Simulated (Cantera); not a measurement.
Feed: 1 mol Si, a varied amount of O2, 71 mol H2, at 1677 °C and 0.133 bar.

Equilibrium computed with Cantera from the NASA thermochemical tables; the gas is ideal and each condensed phase is pure. Candidate condensed phases: H2O, Si, SiO2; 18 gas species. The tables hold silica as quartz up to 1696 K and as liquid above; real silica turns to tridymite and cristobalite and melts near 1996 K. Gases not in the tables: Si2H6 and higher silanes. The numbers say what is thermodynamically allowed, not how fast it happens.

Q: What share of the Si ends up in condensed phases as a function of n(O2) (mol), at 0.043, 0.079, 0.15, 0.27, 0.5, 0.92, 1.7?

A: 
```tsv
n(O2) (mol)	Si condensed (%)	as
0.043	89.2	Si(l)
0.079	82.0	Si(l)
0.15	67.8	Si(l)
0.27	43.8	Si(l)
0.5	0.0	-
0.92	0.0	-
1.7	40.1	SiO2(condensed)
```
